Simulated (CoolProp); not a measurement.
Vapour pressure (MPa) of tetradecamethylhexasiloxane (MD4M): the reference equation beside estimates from Tc = 653.2 K, pc = 0.8286 MPa, ω = 0.800. Clausius-Clapeyron is anchored at 366.2 K with a constant enthalpy of vaporisation of 69.54 kJ/mol.

Model: reference Helmholtz-energy equation of state, Thol 2019, in CoolProp.

```tsv
T (K)	reference	Lee-Kesler	Clausius-Clapeyron	van der Waals	Redlich-Kwong	Soave-Redlich-Kwong	Peng-Robinson
311.8	2.903e-6	5.062e-6	3.736e-6	0.01671	0.0009605	4.673e-6	6.785e-6
322.7	7.927e-6	1.253e-5	9.245e-6	0.02122	0.001582	1.171e-5	1.630e-5
333.6	1.985e-5	2.885e-5	2.156e-5	0.02654	0.002499	2.725e-5	3.655e-5
344.4	4.567e-5	6.185e-5	4.733e-5	0.03270	0.003792	5.897e-5	7.650e-5
355.3	9.881e-5	0.0001260	9.969e-5	0.03988	0.005593	0.0001211	0.0001524
366.2	0.0002009	0.0002433	0.0002009	0.04809	0.008013	0.0002358	0.0002887
377	0.0003839	0.0004457	0.0003864	0.05732	0.01115	0.0004347	0.0005194
387.9	0.0007017	0.0007861	0.0007208	0.06780	0.01521	0.0007712	0.0009012
398.8	0.001225	0.001333	0.001299	0.07952	0.02032	0.001314	0.001506
409.6	0.002044	0.002170	0.002259	0.09243	0.02657	0.002150	0.002419
420.5	0.003299	0.003436	0.003835	0.1068	0.03425	0.003417	0.003784
```

Absolute difference from the reference over all 11 rows, mean and median: Lee-Kesler 28.1 and 21.1 %, Clausius-Clapeyron 8.6 and 6.0 %, van der Waals 104604.5 and 23837.3 %, Redlich-Kwong 8323.1 and 3888.6 %, Soave-Redlich-Kwong 23.1 and 17.4 %, Peng-Robinson 55.3 and 43.7 %.
